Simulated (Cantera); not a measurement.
What does this Cantera script print?

```python
import numpy as np
import cantera as ct

gas_names = """
    Hg N NO NO2 NO3 N2 N2O O O2 O3
""".split()
cond_names = """
    Hg(cr) Hg(L) HgO(s)
""".split()


# ... load() reads the species with a 1 bar reference pressure and builds the phases ...
atoms = {
    'HgO': {'Hg': 1, 'O': 1},
    'O2': {'O': 2},
    'N2': {'N': 2},
}
top_T = {}  # K; cautious upper limits of use, not melting points


# ... equilibrate(T, P, feed) seeds the gas with the atoms and calls Mixture.equilibrate('TP', solver="vcs", rtol=1e-11, max_steps=5000) ...
results = []
feed = {'HgO': 1, 'O2': 0.47, 'N2': 23}  # mol
P = 9600  # Pa
for T in [500, 575, 650, 725, 800, 875, 950, 1025, 1100, 1175, 1250, 1325, 1400, 1475]:
    mix = equilibrate(T, P, feed)
    results.append((T, P, feed, dict(zip(mix.species_names, mix.species_moles))))

top = {s: max(r[3][s] / sum(r[3][g] for g in gas_names) for r in results) for s in gas_names}
cols = sorted((s for s in top if top[s] > 1e-06), key=lambda s: -top[s])[:5]
seen = [c for c in cond_names if any(r[3].get(c, 0) > 1e-12 for r in results)]
print("log10 of partial pressures in bar; condensed amounts in mol")
print(f"{'T/K':>10s}" + "".join(f"{s[:9]:>10s}" for s in cols + seen))
for T, P, feed, n in results:
    ng = sum(n[g] for g in gas_names)
    print(f"{T:10.4g}" + "".join(f"{np.log10(max(n[s] / ng * P / 1e5, 1e-99)):10.3f}" for s in cols)
          + "".join(f"{n.get(c, 0):10.4g}" for c in seen))
```

It prints:

```
log10 of partial pressures in bar; condensed amounts in mol
       T/K        N2        Hg        O2        NO         O    HgO(s)
       500    -1.028    -3.785    -2.699   -10.750   -24.285    0.9598
       575    -1.053    -2.415    -2.428    -9.383   -20.734         0
       650    -1.053    -2.415    -2.428    -8.425   -18.103         0
       725    -1.053    -2.415    -2.428    -7.666   -16.013         0
       800    -1.053    -2.415    -2.428    -7.048   -14.312         0
       875    -1.053    -2.415    -2.428    -6.537   -12.901         0
       950    -1.053    -2.415    -2.428    -6.106   -11.712         0
      1025    -1.053    -2.415    -2.428    -5.739   -10.696         0
      1100    -1.053    -2.415    -2.429    -5.421    -9.817         0
      1175    -1.053    -2.415    -2.429    -5.144    -9.050         0
      1250    -1.053    -2.415    -2.429    -4.900    -8.374         0
      1325    -1.053    -2.415    -2.430    -4.684    -7.775         0
      1400    -1.053    -2.415    -2.430    -4.491    -7.239         0
      1475    -1.054    -2.415    -2.431    -4.318    -6.758         0
```

These are equilibrium values from Cantera (NASA tables, ideal gas, pure condensed phases), not measurements of a reactor.
